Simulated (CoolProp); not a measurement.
A single-stage vapour-compression cycle with the fluid: evaporating at 278.15 K (dew point), condensing at 328.15 K (bubble point), superheat 2 K, subcooling 0 K, compressor efficiency 0.65, no pressure losses. The same conditions are run with several fluids, on thermodynamics alone (safety and materials aside).

Computed with CoolProp (reference Helmholtz-energy equation of state of each fluid (R1132(E): Akasaka 2024; R115: Lemmon 2016; R245fa: Akasaka 2015; n-perfluorobutane: Gao 2022; the fluoroketone C6F12O (FK-5-1-12): McLinden 2015; R1336mzz(Z): McLinden 2020)).

### Question
Rank R1132(E), R115, R245fa, n-perfluorobutane, the fluoroketone C6F12O (FK-5-1-12), R1336mzz(Z) by cooling COP, highest first.

### Answer
R245fa (2.85), R1336mzz(Z) (2.81), R1132(E) (2.37), the fluoroketone C6F12O (FK-5-1-12) (2.21), R115 (2.07), n-perfluorobutane (1.96)

```
fluid                                pressure ratio  discharge temperature (K)  refrigerating effect (kJ/kg)  volumetric capacity (kJ/m³)
-----------------------------------  --------------  -------------------------  ----------------------------  ---------------------------
R1132(E)                                       3.54                      363.6                           147                         4560
R115                                           3.59                      332.6                          50.4                         1980
R245fa                                         6.01                      340.8                           137                          542
n-perfluorobutane                              4.75                      328.2                          39.1                          564
the fluoroketone C6F12O (FK-5-1-12)            7.70                      328.1                          46.6                          104
R1336mzz(Z)                                    6.69                      333.5                           117                          265
```

The compression ends wet for: n-perfluorobutane; the fluoroketone C6F12O (FK-5-1-12).
